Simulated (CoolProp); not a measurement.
A Linde-Hampson liquefier for oxygen: isothermal reversible compression at 200 K from 1 atm to 25 MPa, throttling to 1 atm, return gas leaving the recuperator 2 K below the feed. Each further row changes one setting.

Values from CoolProp's reference Helmholtz-energy equation of state, Schmidt 1985.

```
case                        liquid yield per pass  compression work (kJ/kg of gas)
--------------------------  ---------------------  -------------------------------
as stated                                       ?                              254
high pressure 50 MPa                            ?                                ?
warm-end temperature 230 K                      ?                                ?
warm-end gap 7 K                            0.346                              254
```

Question: Some entries are withheld; supply them.

Answer: 
- as stated, liquid yield per pass: 0.356
- high pressure 50 MPa, liquid yield per pass: 0.369
- high pressure 50 MPa, compression work (kJ/kg of gas): 287
- warm-end temperature 230 K, liquid yield per pass: 0.252
- warm-end temperature 230 K, compression work (kJ/kg of gas): 307
